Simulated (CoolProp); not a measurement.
CHF3 (R23) along the isotherm 28.25 °C: fugacity coefficient from the reference equation and from simpler models built on Tc = 26.1 °C, pc = 4.832 MPa, ω = 0.263; each cubic takes its own stable root.

Model: reference Helmholtz-energy equation of state, Penoncello 2003, in CoolProp.

| p (MPa) | phase | reference |
|---|---|---|
| 1.51 | gas | 0.8917 |
| 3.02 | gas | 0.7866 |
| 4.53 | gas | 0.6807 |
| 6.04 | supercritical | 0.5564 |
| 7.55 | supercritical | 0.4678 |
| 9.06 | supercritical | 0.4084 |
| 10.6 | supercritical | 0.3653 |
| 12.1 | supercritical | 0.3341 |
| 13.6 | supercritical | 0.3100 |
| 15.1 | supercritical | 0.2910 |
| 16.6 | supercritical | 0.2756 |
| 18.1 | supercritical | 0.2631 |
| 19.6 | supercritical | 0.2527 |
| 21.1 | supercritical | 0.2441 |
| 22.6 | supercritical | 0.2368 |
| 24.2 | supercritical | 0.2303 |

How far does each simpler model (Redlich-Kwong, Soave-Redlich-Kwong, Peng-Robinson) lie from the reference over these 16 states: mean and median of the absolute difference, and the worst?


- Redlich-Kwong: mean 8.3 %, median 8.9 %, worst +14.9 % at 28.25 °C and 24.2 MPa
- Soave-Redlich-Kwong: mean 8.9 %, median 9.6 %, worst +15.6 % at 28.25 °C and 24.2 MPa
- Peng-Robinson: mean 2.4 %, median 2.6 %, worst +4.5 % at 28.25 °C and 24.2 MPa
